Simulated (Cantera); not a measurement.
A perfectly stirred reactor is fed with H2 : O2 : N2 = 0.064 : 1 : 0.65 (molar parts), at 10.00 Torr; it is held at 1200 K, and followed from long to short residence time.

Detailed kinetics in Cantera: GRI-Mech 3.0 (53 species, 325 reactions). Radical loss at walls, strong at low pressure, is not modelled. The temperature is held fixed by assumption; the heat of reaction is taken as removed at once.

Q: What does this change do: temperature 1200 to 1023 K?

A: 
```
quantity                  before     after
----------------------  --------  --------
x(H2) at τ = 0.480 s    0.000269  0.000520
x(O2) at τ = 0.480 s       0.571     0.574
x(OH) at τ = 0.480 s     0.00119  0.000512
x(H2O2) at τ = 0.480 s   5.74e-8   8.08e-8
x(NO) at τ = 0.480 s     1.30e-7   2.99e-8
x(H2) at τ = 11.0 ms     0.00225   0.00493
x(O2) at τ = 11.0 ms       0.560     0.567
x(OH) at τ = 11.0 ms     0.00292   0.00180
x(H2O2) at τ = 11.0 ms   8.81e-8   1.41e-7
x(NO) at τ = 11.0 ms     1.07e-7   4.89e-8
```
